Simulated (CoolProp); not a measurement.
Vapour-liquid equilibrium of R22 (1) + R142b (2) at 0.00887 MPa; x and y are mole fractions of (1).

Values from CoolProp's multi-fluid Helmholtz-energy mixture model, Kamei 1995 and Lemmon 2006; pair parameters Bell 2016.

Problem. Give the bubble temperature and the first vapour's composition at x = 0.05, 0.25, 0.75. Is there an azeotrope?

Solution. x = 0.05: -59.6 °C, y = 0.211; x = 0.25: -67.4 °C, y = 0.636; x = 0.75: -78.5 °C, y = 0.952. No azeotrope shows between x = 0.05 and 0.95.

The pair parameters rest on a limited set of measurements; away from them the model extrapolates.
